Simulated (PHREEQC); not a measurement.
A solution holds 0.0054 mol NaHCO3 and 0.00054 mol Na2B4O7 per kg of water, at 25 °C. Closed to the air; pH follows from the charge balance.

The numbers come from PHREEQC with the ion-association model, wateq4f.dat.

Q: The ionic strength comes out as 0.00672 mol/kgw. What activity coefficients do CO3-2, HCO3-, OH-, H2BO3-, Na+ get?

A: CO3-2 0.71, HCO3- 0.92, OH- 0.92, H2BO3- 0.91, Na+ 0.92.

Precipitation was switched off in this run. Complexes and solids missing from the database can't appear.
